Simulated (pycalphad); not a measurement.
## Freezing of Ti-Si alloys with rising Si

CALPHAD calculation (pycalphad, COST 507 light-alloy database (1999)), 1 atm. These are 1990s assessments: newer ones move some temperatures and phases. Amounts are mole fractions of atoms.

Scheil-Gulliver runs (no diffusion in the solid, steps of 4 K) beside full equilibrium.

| alloy | liquidus (°C) | Scheil, half solid (°C) | Scheil, 80 % solid (°C) | Scheil, invariant end (°C) | liquid left at that end | equilibrium solidus (°C) |
|---|---|---|---|---|---|---|
| Ti-4.491Si (wt.%) | 1527 | 1352 | at the invariant end | 1340 | 0.48 | 1340 |
| Ti-9.283Si (wt.%) | 1422 | at the invariant end | at the invariant end | 1340 | 0.92 | 1340 |
| Ti-14.4Si (wt.%) | 1761 | at the invariant end | at the invariant end | 1340 | 0.61 | 1340 |
| Ti-19.86Si (wt.%) | 2016 | 1756 | at the invariant end | 1340 | 0.31 | 1340 |
